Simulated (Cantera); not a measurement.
Feed: 1 mol SiH₄, 0.02 mol C₂H₂, 3.5 mol H₂, 0.029 mol C₂H₄, at 2098 K and 133 Pa.

Method: chemical equilibrium by Gibbs-energy minimisation in Cantera with the NASA 1993 tables (ideal gas, pure condensed phases). Candidate condensed phases: C, C₆H₆, C₇H₈, C₈H₁₈, Si, SiC; 87 gas species. Mutual solubility and eutectic melting of coexisting phases are not modelled. Gases not in the tables: Si₂H₆ and higher silanes. The numbers say what is thermodynamically allowed, not how fast it happens.

### Question
What is the equilibrium state?

### Answer
| Quantity | Value |
|---|---|
| x(H₂) | 0.818 |
| x(Si) | 0.0980 |
| x(H) | 0.0762 |
| x(Si₂C) | 0.00398 |
| x(SiH) | 0.00176 |
| x(Si₂) | 0.00127 |
| x(Si₃) | 0.000260 |
| x(SiH₂) | 0.000148 |
| x(SiC₂) | 3.75e-5 |
| n(Si(l)) | 0.205 mol |
| n(SiC(s)) | 0.0715 mol |
| gas amount | 6.505 mol |
| log10 activity of C(graphite) (absent) | -1.11 |
